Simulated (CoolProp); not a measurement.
A single-stage vapour-compression cycle with the fluid: evaporating at 227.15 K (dew point), condensing at 289.15 K (bubble point), superheat 5 K, subcooling 0 K, compressor efficiency 0.7, no pressure losses. The same conditions are run with several fluids, on thermodynamics alone (safety and materials aside).

The numbers come from the reference Helmholtz-energy equation of state of each fluid (hydrogen sulfide: Lemmon 2006; hydrogen chloride: Thol 2018; R22: Kamei 1995; sulfur dioxide: Gao 2016; R115: Lemmon 2016; R404A: Lemmon 2003) in CoolProp. Blends and air are pseudo-pure fits.

| fluid | cooling COP | pressure ratio | discharge temperature (K) | refrigerating effect (kJ/kg) | volumetric capacity (kJ/m³) |
|---|---|---|---|---|---|
| hydrogen sulfide | 1.92 | 8.08 | 446.2 | 406 | 1480 |
| hydrogen chloride | 1.71 | 6.27 | 444.5 | 282 | 3600 |
| R22 | 1.97 | 10.3 | 371.4 | 169 | 615 |
| sulfur dioxide | 1.94 | 19.2 | 498.9 | 338 | 169 |
| R115 | 1.70 | 9.57 | 302.8 | 69.7 | 426 |
| R404A | 1.78 | 9.94 | 325.7 | 121 | 631 |
